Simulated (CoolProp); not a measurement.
Vapour-liquid equilibrium of isohexane (1) + n-hexane (2) at 428.3 K; x and y are mole fractions of (1).

The numbers come from the multi-fluid Helmholtz-energy mixture model, Lemmon 2006 and Thol 2019; pair parameters Bell 2016 in CoolProp.

### Question
Give the bubble pressure and the first vapour's composition at x = 0.05, 0.35, 0.5. Is there an azeotrope?

### Answer
x = 0.05: 8.407 bar, y = 0.057; x = 0.35: 8.924 bar, y = 0.382; x = 0.5: 9.174 bar, y = 0.533. No azeotrope shows between x = 0.05 and 0.95.

Pair parameters are fitted to limited data, so mixtures are less certain than the pure fluids.
